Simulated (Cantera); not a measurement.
Feed: 1 mol CS2, 0.42 mol H2, 0.69 mol SO2, at 2425 K and 0.170 bar.

Equilibrium computed with Cantera from the NASA thermochemical tables; the gas is ideal and each condensed phase is pure. Candidate condensed phases: C, C6H6, C7H8, C8H18, H2O, H2SO4, S; 123 gas species. Equilibrium is a limit: real reactors are often held back by kinetics, nucleation or transport.

Base state: S2 0.377, CO 0.324, H2 0.0916, SO 0.0548, S 0.0472, SH 0.0289, H2O 0.0241, SO2 0.0166 (mole fractions); condensed: gas only.

Question: What changes in the equilibrium state with this change: temperature from 2425 K to 1598.15 K?

Answer: 
```tsv
species	before	after
S2	0.377	0.466
CO	0.324	0.285
CO2	0.0143	0.0777
SO	0.0548	0.00138
H	0.0131	3.22e-5
S	0.0472	0.000196
H2S	0.00528	0.0405
SH	0.0289	0.00397
SO2	0.0166	0.00472
H2O	0.0241	0.0506
H2	0.0916	0.0619
O	6.27e-5	<1e-9
OH	0.000656	1.02e-6
CS2	8.65e-6	0.000121
```
